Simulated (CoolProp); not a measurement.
Vapour-liquid equilibrium of R143a (1) + R152A (2) at 6.49 kPa; x and y are mole fractions of (1).

The numbers come from the multi-fluid Helmholtz-energy mixture model, Lemmon and Jacobsen 2000 and Outcalt 1996; pair parameters Bell 2016 in CoolProp.

```
x     bubble temperature (K)  y at the bubble point  dew temperature at overall composition x (K)  liquid density (mol/L)
----  ----------------------  ---------------------  --------------------------------------------  ----------------------
0.05                   198.0                  0.229                                         200.3                     ___
0.2                      ___                  0.575                                           ___                   16.55
0.35                   189.0                  0.731                                         196.3                   16.32
0.5                      ___                  0.823                                         193.8                     ___
0.65                   184.6                  0.888                                           ___                   15.83
0.8                    183.0                  0.940                                         187.2                     ___
0.95                   181.6                  0.986                                         182.7                   15.34
```

Q: Complete the blanks.

A: 
- 0.05, liquid density (mol/L): 16.72
- 0.2, bubble temperature (K): 192.4
- 0.2, dew temperature at overall composition x (K): 198.4
- 0.5, bubble temperature (K): 186.5
- 0.5, liquid density (mol/L): 16.08
- 0.65, dew temperature at overall composition x (K): 190.8
- 0.8, liquid density (mol/L): 15.58

No azeotrope shows between x = 0.05 and 0.95.

Pair parameters are fitted to limited data, so mixtures are less certain than the pure fluids.
